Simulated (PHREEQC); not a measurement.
Dissolve 0.0064 mol/kgw H2SO4, 0.0096 mol/kgw FeCl3 and 0.00027 mol/kgw CuCl2 at 65 °C. Closed to the air; pH follows from the charge balance.

Computed with PHREEQC (ion-association model, phreeqc.dat).

Each row changes one thing in this solution. Precipitation was switched off in this run.

```json
[
 {"case": "as made", "pH": "1.91", "ionic strength (mol/kgw)": "0.0418", "FeOH+2 (mol/kgw)": "0.00263", "FeCl+2 (mol/kgw)": "0.00131", "Fe+3 (mol/kgw)": "0.00122", "Fe2(OH)2+4 (mol/kgw)": "0.000226", "SI of Goethite (FeOOH)": "+4.46", "SI of Hematite (Fe2O3)": "+11.09"},
 {"case": "H2SO4 left out", "pH": "2.19", "ionic strength (mol/kgw)": "0.0430", "FeOH+2 (mol/kgw)": "0.00490", "FeCl+2 (mol/kgw)": "0.00129", "Fe+3 (mol/kgw)": "0.00121", "Fe2(OH)2+4 (mol/kgw)": "0.000795", "SI of Goethite (FeOOH)": "+5.27", "SI of Hematite (Fe2O3)": "+12.71"},
 {"case": "H2SO4 from 0.0064 to 0.0096 mol/kgw", "pH": "1.81", "ionic strength (mol/kgw)": "0.0430", "FeOH+2 (mol/kgw)": "0.00187", "FeCl+2 (mol/kgw)": "0.00118", "Fe+3 (mol/kgw)": "0.00110", "Fe2(OH)2+4 (mol/kgw)": "0.000116", "SI of Goethite (FeOOH)": "+4.11", "SI of Hematite (Fe2O3)": "+10.39"},
 {"case": "CuCl2 from 0.00027 to 0.00135 mol/kgw", "pH": "1.92", "ionic strength (mol/kgw)": "0.0447", "FeOH+2 (mol/kgw)": "0.00262", "FeCl+2 (mol/kgw)": "0.00138", "Fe+3 (mol/kgw)": "0.00122", "Fe2(OH)2+4 (mol/kgw)": "0.000233", "SI of Goethite (FeOOH)": "+4.45", "SI of Hematite (Fe2O3)": "+11.07"},
 {"case": "temperature from 65 to 10 °C", "pH": "1.97", "ionic strength (mol/kgw)": "0.0446", "FeOH+2 (mol/kgw)": "0.000434", "FeCl+2 (mol/kgw)": "0.000794", "Fe+3 (mol/kgw)": "0.00346", "Fe2(OH)2+4 (mol/kgw)": "4.43e-5", "SI of Goethite (FeOOH)": "+3.29", "SI of Hematite (Fe2O3)": "+8.51"}
]
```

Some of these states are supersaturated (in Hematite (slow to form), Goethite (slow to form), for instance). Away from 25 °C the constants follow the database's enthalpies or fits; those with neither stay at their 25 °C values.
